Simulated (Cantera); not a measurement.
A closed system holds: 1 mol BN, 0.12 mol H2O, 16 mol H2, at 1400 K and 13300 Pa.

Cantera equilibrium calculation (NASA polynomials, part measured and part estimated; ideal gas, pure solids and liquids). Candidate condensed phases: B, BN, B2O3, B3O3H3, H2O; 39 gas species. Mutual solubility and eutectic melting of coexisting phases are not modelled. Equilibrium is a limit: real reactors are often held back by kinetics, nucleation or transport.

Base state: H2 0.996, N2 0.00225, HBO2 0.000596, H2O 0.000542, HBO 0.000307, B2O3 1.80e-5, H 1.33e-5 (mole fractions); condensed: BN(s) + B2O3(l).

What changes in the equilibrium state with this change: temperature from 1400 K to 923.15 K?


```tsv
species	before	after
H2	0.996	0.997
N2	0.00225	0.00225
H2O	0.000542	0.000664
HBO2	0.000596	3.21e-7
HBO	0.000307	<1e-9
B2O3	1.80e-5	<1e-9
H	1.33e-5	<1e-9
BN(s), mol	0.927	0.927
B2O3(l), mol	0.0287	0.0364
```
